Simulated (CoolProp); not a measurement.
Vapour-liquid equilibrium of benzene (1) + dimethyl carbonate (2) at 12.65 °C; x and y are mole fractions of (1).

Values from CoolProp's multi-fluid Helmholtz-energy mixture model, Thol 2012 and Zhou 2011; pair parameters Bell 2016.

### Question
Give the bubble pressure and the first vapour's composition at x = 0.125, 0.575, 0.875. Is there an azeotrope?

### Answer
x = 0.125: 4.532 kPa, y = 0.275; x = 0.575: 6.229 kPa, y = 0.703; x = 0.875: 6.819 kPa, y = 0.901. No azeotrope shows between x = 0.05 and 0.95.

Pair parameters are fitted to limited data, so mixtures are less certain than the pure fluids.
